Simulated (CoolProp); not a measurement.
Aqueous potassium formate as a coolant, 18 % by mass, freezing at -10.1 °C, 1 atm.

Computed with CoolProp (Melinder's fits for secondary coolants).

```tsv
T (°C)	cp (kJ/(kg K))	density (kg/m³)	Prandtl number	viscosity (mPa s)
-8.5	3.497	1116	18.9	2.84
-3.3	3.502	1115	15.8	2.41
1.8	3.507	1114	13.5	2.07
7	3.512	1113	11.6	1.80
12.1	3.518	…	10.1	1.58
17.2	…	1110	8.82	1.40
22.4	…	1108	7.79	1.25
27.5	3.535	1107	6.94	1.13
32.7	3.541	1105	6.21	…
37.8	3.546	1103	5.58	0.923
```

### Question
Fill in the missing entries.

### Answer

- 12.1, density (kg/m³): 1112
- 17.2, cp (kJ/(kg K)): 3.523
- 22.4, cp (kJ/(kg K)): 3.529
- 32.7, viscosity (mPa s): 1.02
